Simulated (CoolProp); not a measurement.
Sulfur dioxide along the isotherm 196.95 °C: fugacity coefficient from the reference equation and from simpler models built on Tc = 157.5 °C, pc = 78.87 bar, ω = 0.256; each cubic takes its own stable root.

The numbers come from the reference Helmholtz-energy equation of state, Gao 2016 in CoolProp.

```tsv
p (bar)	phase	reference	van der Waals	Soave-Redlich-Kwong
0.374	gas	0.9988	0.9989	0.9988
0.768	gas	0.9975	0.9977	0.9975
1.58	gas	0.9949	0.9952	0.9950
3.24	gas	0.9896	0.9902	0.9897
6.65	gas	0.9786	0.9798	0.9789
13.7	gas	0.9562	0.9586	0.9567
28.1	gas	0.9109	0.9154	0.9122
57.6	gas	0.8206	0.8272	0.8240
118	supercritical	0.6434	0.6378	0.6536
```
